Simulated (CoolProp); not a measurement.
Vapour-liquid equilibrium of n-pentane (1) + cyclohexane (2) at 57.05 °C; x and y are mole fractions of (1).

The numbers come from the multi-fluid Helmholtz-energy mixture model, Thol 2019 and Zhou 2014; pair parameters Bell 2016 in CoolProp.

```csv
x,"bubble pressure, mixture model (MPa)","bubble pressure, Raoult's law (MPa)","y, mixture model","y, Raoult's law"
0.05,(withheld),0.05435,0.197,0.181
0.125,0.06843,0.06560,(withheld),0.375
0.2,0.08054,0.07686,0.523,0.512
0.275,0.09218,0.08812,0.618,0.615
0.35,0.1034,0.09938,0.690,0.694
0.425,0.1144,0.1106,0.748,0.757
0.5,0.1252,0.1219,0.796,0.808
0.575,(withheld),0.1332,0.837,0.850
0.65,0.1465,0.1444,0.873,0.886
0.725,0.1571,0.1557,0.905,0.917
0.8,(withheld),0.1669,0.934,0.944
0.875,0.1786,0.1782,0.960,0.967
0.95,0.1895,0.1894,0.985,0.988
```

Problem. Fill in the missing entries.

Solution. 
- 0.05, bubble pressure, mixture model (MPa): 0.05572
- 0.125, y, mixture model: 0.393
- 0.575, bubble pressure, mixture model (MPa): 0.1359
- 0.8, bubble pressure, mixture model (MPa): 0.1678

The largest gap from Raoult's law is +4.8 % in bubble pressure, at x = 0.2. No azeotrope shows between x = 0.05 and 0.95.

Pair parameters are fitted to limited data, so mixtures are less certain than the pure fluids.
